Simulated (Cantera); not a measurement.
Input: 1 mol SiCl₄, 23 mol H₂, held at 1048.15 K and 0.300 bar.

Method: chemical equilibrium by Gibbs-energy minimisation in Cantera with the NASA 1993 tables (ideal gas, pure condensed phases). Candidate condensed phases: Si; 19 gas species. The tables' values for SiCl₃ are old estimates; treat these amounts as uncertain. Kinetics and transport are ignored.

Base state: H₂ 0.941, SiCl₄ 0.0255, HCl 0.0176, SiHCl₃ 0.0140, SiH₂Cl₂ 0.000872, SiCl₃ 0.000825, SiCl₂ 0.000490, SiH₃Cl 1.42e-5 (mole fractions); condensed: gas only.

### Question
What changes in the equilibrium state with this change: SiCl₄ replaced by Si₃H₈?

### Answer
```
species       before  after
----------  --------  -----
H₂             0.941   1.00
SiCl₄         0.0255      0
HCl           0.0176      0
SiHCl₃        0.0140      0
SiH₂Cl₂     0.000872      0
SiCl₃       0.000825      0
Si(s), mol         0   3.00
```
The feed counts by its element totals alone.

### Question
What changes in the equilibrium state with this change: temperature from 1048.15 K to 1573.15 K?

### Answer
```
species       before     after
----------  --------  --------
H₂             0.941     0.878
HCl           0.0176    0.0883
SiCl₂       0.000490    0.0301
SiCl₄         0.0255  0.000534
SiHCl₃        0.0140  0.000703
H            1.37e-8   6.97e-5
SiH₂Cl₂     0.000872  0.000153
SiCl₃       0.000825   0.00247
SiH₃Cl       1.42e-5   9.89e-6
Si(s), mol         0     0.153
```
